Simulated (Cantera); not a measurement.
What does this Cantera script print?

```python
import numpy as np
import cantera as ct

gas = ct.Solution("gri30.yaml")
gas.TPX = 1500, 1000000, {'CO': 0.0014, 'O2': 0.045, 'H2O': 0.027, 'N2': 1}
reactor = ct.IdealGasConstPressureReactor(gas, energy="off", clone=False)
net = ct.ReactorNet([reactor])
net.rtol, net.atol = 1e-08, 1e-18
show = ['CO', 'O2', 'H2O', 'NO', 'H2', 'OH', 'N2O']
times = np.geomspace(4e-05, 100, 13)

steps = ct.SolutionArray(gas, extra=["t"])
rows = []
print(f"{'t/s':>10s}{'T/K':>9s}{'P/Pa':>11s}" + "".join(f"{s:>11s}" for s in show))
for t in times:
    while net.time < t:
        t_next = net.step()
        steps.append(gas.state, t=t_next)
    rows.append([np.interp(t, steps.t, y) for y in (steps.T, steps.P, *steps(*show).X.T)])
    print(f"{t:10.3e}{rows[-1][0]:9.1f}{rows[-1][1]:11.4g}" + "".join(f"{x:11.3e}" for x in rows[-1][2:]))
rate = np.gradient(steps.T, steps.t)
print("integrator steps:", len(steps.t))
if steps.T.max() > steps.T[0] + 200:
    print(f"time of steepest temperature rise: {steps.t[rate.argmax()]:.4e} s")
gas.TPX = 1500, 1000000, {'CO': 0.0014, 'O2': 0.045, 'H2O': 0.027, 'N2': 1}
gas.equilibrate("TP")
print(f"equilibrium (TP): T = {gas.T:.1f} K  " + "  ".join(f"{s} {gas[s].X[0]:.3e}" for s in show))
```

Result:

```
       t/s      T/K       P/Pa         CO         O2        H2O         NO         H2         OH        N2O
 4.000e-05   1500.0      1e+06  1.304e-03  4.192e-02  2.515e-02  1.305e-13  1.865e-08  4.051e-07  8.886e-11
 1.365e-04   1500.0      1e+06  1.284e-03  4.191e-02  2.514e-02  1.163e-11  1.475e-06  1.820e-05  6.302e-09
 4.660e-04   1500.0      1e+06  5.643e-04  4.154e-02  2.511e-02  4.014e-09  7.038e-06  8.882e-05  4.362e-07
 1.591e-03   1500.0      1e+06  7.643e-05  4.132e-02  2.515e-02  1.470e-08  1.140e-06  4.248e-05  8.462e-07
 5.429e-03   1500.0      1e+06  3.905e-06  4.129e-02  2.516e-02  2.126e-08  1.407e-07  1.870e-05  5.884e-07
 1.853e-02   1500.0      1e+06  1.960e-08  4.129e-02  2.516e-02  2.431e-08  7.488e-08  1.477e-05  1.609e-07
 6.325e-02   1500.0      1e+06  1.000e-08  4.129e-02  2.516e-02  2.925e-08  7.457e-08  1.474e-05  1.249e-07
 2.159e-01   1500.0      1e+06  1.000e-08  4.129e-02  2.516e-02  4.580e-08  7.457e-08  1.474e-05  1.249e-07
 7.368e-01   1500.0      1e+06  1.000e-08  4.129e-02  2.516e-02  1.023e-07  7.457e-08  1.474e-05  1.249e-07
 2.515e+00   1500.0      1e+06  1.000e-08  4.129e-02  2.516e-02  2.950e-07  7.457e-08  1.474e-05  1.249e-07
 8.584e+00   1500.0      1e+06  1.000e-08  4.129e-02  2.516e-02  9.530e-07  7.457e-08  1.474e-05  1.249e-07
 2.930e+01   1500.0      1e+06  1.000e-08  4.129e-02  2.516e-02  3.198e-06  7.457e-08  1.474e-05  1.249e-07
 1.000e+02   1500.0      1e+06  1.000e-08  4.129e-02  2.516e-02  1.085e-05  7.457e-08  1.474e-05  1.249e-07
integrator steps: 878
equilibrium (TP): T = 1500.0 K  CO 1.004e-08  O2 4.099e-02  H2O 2.516e-02  NO 5.908e-04  H2 7.484e-08  OH 1.471e-05  N2O 1.246e-07
```

Computed with Cantera and GRI-Mech 3.0 (53 species, 325 reactions).
